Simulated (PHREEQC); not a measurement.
Consider water at 25 °C with 0.003 mol/kgw H3BO3 and 0.12 mol/kgw NH3. Closed to the air; pH follows from the charge balance.

Model: ion-association model, phreeqc.dat, run in PHREEQC.

```json
[
 {"quantity": "pH", "before": "10.79", "after": "10.93"},
 {"quantity": "ionic strength (mol/kgw)", "before": "0.00358", "after": "0.00387"},
 {"quantity": "H2BO3- (mol/kgw)", "before": "0.00292", "after": "0.00294"},
 {"quantity": "H3BO3 (mol/kgw)", "before": "7.79e-5", "after": "5.58e-5"}
]
```

### Question
Which change was made?
A) H3BO3 from 0.003 to 0.0015 mol/kgw
B) NH3 from 0.12 to 0.18 mol/kgw
C) temperature from 25 to 40 °C
D) NH3 left out
E) 0.0033 mol/kgw KH2PO4 added

### Answer
B, NH3 from 0.12 to 0.18 mol/kgw

This is a speciation only: nothing precipitates in the calculation.
